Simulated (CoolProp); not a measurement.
Properties of o-xylene along the isobar 40 bar.

The numbers come from the reference Helmholtz-energy equation of state, Zhou 2012 in CoolProp.

| T (K) | phase | density (kg/m³) | expansivity (1/kK) | viscosity (µPa s) | conductivity (mW/(m K)) | fugacity coefficient |
|---|---|---|---|---|---|---|
| 424.2 | liquid | 769.1 | 1.224 | 247 | 101 | 0.03332 |
| 448.7 | liquid | 745.5 | 1.326 | 211 | (withheld) | 0.05803 |
| 473.1 | liquid | (withheld) | (withheld) | 183 | 91.2 | (withheld) |
| 497.6 | liquid | 693.9 | 1.633 | 159 | 86.9 | 0.1419 |
| 522.1 | liquid | 664.8 | 1.881 | 138 | 83.2 | 0.2038 |
| 546.6 | liquid | 632.2 | (withheld) | 119 | 80.1 | 0.2792 |
| 571 | liquid | (withheld) | 2.905 | (withheld) | 77.7 | 0.3664 |
| 595.5 | liquid | 545.2 | 4.319 | 80.2 | 76.1 | 0.4636 |
| 620 | liquid | 467.8 | 9.690 | 56.1 | 76.1 | (withheld) |

Q: Some entries are withheld; supply them.

A: 
- 448.7, conductivity (mW/(m K)): 96.0
- 473.1, density (kg/m³): 720.6
- 473.1, expansivity (1/kK): 1.457
- 473.1, fugacity coefficient: 0.09358
- 546.6, expansivity (1/kK): 2.258
- 571, density (kg/m³): 594.1
- 571, viscosity (µPa s): 99.9
- 620, fugacity coefficient: 0.5650

Viscosity comes from a separate model (Cao 2016). Thermal conductivity comes from a separate model (Mylona 2014).
